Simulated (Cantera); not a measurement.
A freely propagating, adiabatic, planar premixed flame of H₂ : O₂ : N₂ = 1 : 0.521 : 1.93 (molar parts), unburnt at 400 K and 380000 Pa; mixture-averaged transport, grid criteria slope 0.08 and curve 0.16, no radiation.

Cantera simulation using the H2/O2 subset of GRI-Mech 3.0, which has no nitrogen chemistry; the numbers are that mechanism's predictions, not measurements. The hydrogen kinetics of GRI-Mech 3.0 are dated; newer H2 mechanisms differ, most at raised pressure. Burning velocities carry a grid error of a few per cent, more on coarse grids.

Problem. How do the results move with these cheaper or finer settings: unity-Lewis-number transport; multicomponent transport; multicomponent+Soret transport; grid criteria slope 0.5, curve 1; grid criteria slope 0.25, curve 0.5; grid criteria slope 0.03, curve 0.06?

Solution. 
```
setting                               laminar burning velocity  thermal thickness  peak x(HO₂)  peak x(O)  grid points
------------------------------------  ------------------------  -----------------  -----------  ---------  -----------
as above                                              323 cm/s          0.0718 mm     0.000969    0.00772          110
unity-Lewis-number transport                          264 cm/s          0.0635 mm     0.000682    0.00873          104
multicomponent transport                              319 cm/s          0.0710 mm     0.000974    0.00769          110
multicomponent+Soret transport                        288 cm/s          0.0703 mm     0.000954    0.00751          110
grid criteria slope 0.5, curve 1                      349 cm/s          0.0846 mm     0.000955    0.00765           45
grid criteria slope 0.25, curve 0.5                   333 cm/s          0.0762 mm     0.000944    0.00788           53
grid criteria slope 0.03, curve 0.06                  322 cm/s          0.0705 mm     0.000977    0.00767          246
```
Unity Lewis numbers drop preferential diffusion, which matters most where H2 and H carry the flame; Soret adds thermal diffusion.
